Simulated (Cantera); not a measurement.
Input: 1 mol Ni, 0.55 mol NH₃, 140 mol N₂, equilibrated at 1300 K and 1800000 Pa.

These are equilibrium values from Cantera (NASA tables, ideal gas, pure condensed phases), not measurements of a reactor. Candidate condensed phases: Ni; 10 gas species. Rates play no part.

Base state: N₂ 0.994, H₂ 0.00585 (mole fractions); condensed: Ni(s).

What changes in the equilibrium state with this change: Ni replaced by Pb?


| species | before | after |
|---|---|---|
| N₂ | 0.994 | 0.994 |
| H₂ | 0.00585 | 0.00584 |
| Pb | 0 | 0.000146 |
| Ni(s), mol | 1.00 | 0 |
| Pb(l), mol | 0 | 0.979 |
Further candidate phases: Pb.

What changes in the equilibrium state with this change: NH₃ from 0.55 to 0.25 mol?


| species | before | after |
|---|---|---|
| N₂ | 0.994 | 0.997 |
| H₂ | 0.00585 | 0.00267 |
| Ni(s), mol | 1.00 | 1.00 |
